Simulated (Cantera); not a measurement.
A Cantera script and what it prints.

```python
import numpy as np
import cantera as ct

gas_names = """
    AL ALCL ALCL2 ALCL3 ALH ALO ALOCL ALOH ALO2 ALO2H AL2 AL2CL6 AL2O AL2O2 CL CLO CL2 H HALO HCL HOCL
    HO2 H2 H2O H2O2 O OH O2 O3
""".split()
cond_names = """
    AL(cr) AL(L) ALCL3(s) ALCL3(L) AL2O3(a) AL2O3(L) H2O(s) H2O(L)
""".split()


def load(file, names, dense=False):
    # The tables refer to 1 bar. Condensed volumes are neglected.
    table = {s.name: s for s in ct.Species.list_from_file(file)}
    out = []
    for n in names:
        d = dict(table[n].input_data)
        d["thermo"] = dict(d["thermo"], **{"reference-pressure": 1e5})
        if dense:
            d["equation-of-state"] = {"model": "constant-volume", "density": "1e6 g/cm^3"}
        out.append(ct.Species.from_dict(d))
    return out


gas = ct.Solution(thermo="ideal-gas", species=load("nasa_gas.yaml", gas_names))
cond = {s.name: ct.Solution(thermo="fixed-stoichiometry", species=[s], name=s.name)
        for s in load("nasa_condensed.yaml", cond_names, dense=True)}
atoms = {
    'Al2O3': {'AL': 2, 'O': 3},
    'HCl': {'H': 1, 'CL': 1},
}
top_T = {}  # K; cautious upper limits of use, not melting points


def equilibrate(T, P, feed):
    n = {}
    for name, mol in feed.items():
        for a, k in atoms[name].items():
            n[a] = n.get(a, 0.0) + k * mol
    gas.TPX = T, P, n
    mass = sum(n.values()) * gas.mean_molecular_weight
    gas.equilibrate("TP")
    valid = [c for c in cond.values() if c.min_temp <= T <= top_T.get(c.name, c.max_temp)]
    mix = ct.Mixture([(gas, mass / gas.mean_molecular_weight)] + [(c, 0.0) for c in valid])
    mix.T, mix.P = T, P
    mix.equilibrate("TP", solver="vcs", rtol=1e-11, max_steps=5000)
    return mix


results = []
feed = {'Al2O3': 1, 'HCl': 0.25}  # mol
P = 7200  # Pa
for T in [1050, 1100, 1150, 1200, 1250, 1300, 1350, 1400, 1450, 1500, 1550, 1600]:
    mix = equilibrate(T, P, feed)
    results.append((T, P, feed, dict(zip(mix.species_names, mix.species_moles))))
    x = sorted(zip(gas.X, gas.species_names), reverse=True)
    print(f"T = {T:g} K  P = {P:g} Pa  gas = {mix.phase_moles(0):.4g} mol")
    print("   x: " + "  ".join(f"{s} {v:.3e}" for v, s in x if v > 1e-05))
    print("   condensed (mol): " + ("  ".join(f"{mix.phase(i).name} {mix.phase_moles(i):.4g}"
          for i in range(1, mix.n_phases) if mix.phase_moles(i) > 1e-12) or "none"))
```

Result:

```
T = 1050 K  P = 7200 Pa  gas = 0.25 mol
   x: HCL 9.992e-01  H2O 4.456e-04  ALCL3 2.971e-04  H2 1.158e-05
   condensed (mol): AL2O3(a) 1
T = 1100 K  P = 7200 Pa  gas = 0.25 mol
   x: HCL 9.989e-01  H2O 6.201e-04  ALCL3 4.134e-04  H2 2.072e-05  CL 1.894e-05  CL2 1.125e-05
   condensed (mol): AL2O3(a) 0.9999
T = 1150 K  P = 7200 Pa  gas = 0.2499 mol
   x: HCL 9.985e-01  H2O 8.373e-04  ALCL3 5.582e-04  CL 4.066e-05  H2 3.616e-05  CL2 1.583e-05
   condensed (mol): AL2O3(a) 0.9999
T = 1200 K  P = 7200 Pa  gas = 0.2499 mol
   x: HCL 9.980e-01  H2O 1.101e-03  ALCL3 7.341e-04  CL 8.104e-05  H2 6.169e-05  CL2 2.117e-05
   condensed (mol): AL2O3(a) 0.9999
T = 1250 K  P = 7200 Pa  gas = 0.2499 mol
   x: HCL 9.974e-01  H2O 1.415e-03  ALCL3 9.432e-04  CL 1.515e-04  H2 1.028e-04  CL2 2.712e-05
   condensed (mol): AL2O3(a) 0.9999
T = 1300 K  P = 7200 Pa  gas = 0.2499 mol
   x: HCL 9.966e-01  H2O 1.781e-03  ALCL3 1.187e-03  CL 2.678e-04  H2 1.674e-04  CL2 3.356e-05
   condensed (mol): AL2O3(a) 0.9999
T = 1350 K  P = 7200 Pa  gas = 0.2499 mol
   x: HCL 9.956e-01  H2O 2.201e-03  ALCL3 1.467e-03  CL 4.516e-04  H2 2.661e-04  CL2 4.040e-05
   condensed (mol): AL2O3(a) 0.9998
T = 1400 K  P = 7200 Pa  gas = 0.2499 mol
   x: HCL 9.943e-01  H2O 2.675e-03  ALCL3 1.784e-03  CL 7.306e-04  H2 4.127e-04  CL2 4.757e-05
   condensed (mol): AL2O3(a) 0.9998
T = 1450 K  P = 7200 Pa  gas = 0.2499 mol
   x: HCL 9.928e-01  H2O 3.205e-03  ALCL3 2.136e-03  CL 1.140e-03  H2 6.247e-04  CL2 5.502e-05
   condensed (mol): AL2O3(a) 0.9997
T = 1500 K  P = 7200 Pa  gas = 0.2499 mol
   x: HCL 9.910e-01  H2O 3.788e-03  ALCL3 2.525e-03  CL 1.724e-03  H2 9.237e-04  CL2 6.272e-05
   condensed (mol): AL2O3(a) 0.9997
T = 1550 K  P = 7200 Pa  gas = 0.2499 mol
   x: HCL 9.887e-01  H2O 4.423e-03  ALCL3 2.948e-03  CL 2.535e-03  H2 1.335e-03  CL2 7.064e-05
   condensed (mol): AL2O3(a) 0.9996
T = 1600 K  P = 7200 Pa  gas = 0.25 mol
   x: HCL 9.859e-01  H2O 5.108e-03  CL 3.634e-03  ALCL3 3.402e-03  H2 1.890e-03  CL2 7.875e-05
   condensed (mol): AL2O3(a) 0.9996
```

Method: chemical equilibrium by Gibbs-energy minimisation in Cantera with the NASA 1993 tables (ideal gas, pure condensed phases).
